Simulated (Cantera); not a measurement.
Standard-state values (1 bar) from the NASA 1993 polynomials, evaluated with Cantera. Values are per mole of reaction as written; species without (g) are pure solids or liquids, kept so even where they would boil at 1 bar.

B + 2 OH(g) = HBO2(g) + H(g)

```csv
T (K),ΔH° (kJ),ΔS° (J/K),ΔG° (kJ),log10 K
725,-423.3,-23.4,-406.3,29.28
825,-423.3,-23.4,-404.0,25.58
925,-423.3,-23.4,-401.7,22.68
1025,-423.2,-23.3,-399.3,20.35
1125,-423.1,-23.2,-397.0,18.43
1225,-423.0,-23.2,-394.7,16.83
1325,-423.0,-23.1,-392.4,15.47
1425,[?],[?],[?],[?]
1525,-422.9,-23.0,-387.8,13.28
1625,[?],[?],[?],[?]
1725,-422.9,-23.0,-383.2,11.60
```

Question: What belongs in the gaps?

Answer: 
- 1425, ΔH° (kJ): -422.9
- 1425, ΔS° (J/K): -23.1
- 1425, ΔG° (kJ): -390.1
- 1425, log10 K: 14.30
- 1625, ΔH° (kJ): -422.9
- 1625, ΔS° (J/K): -23.0
- 1625, ΔG° (kJ): -385.5
- 1625, log10 K: 12.39
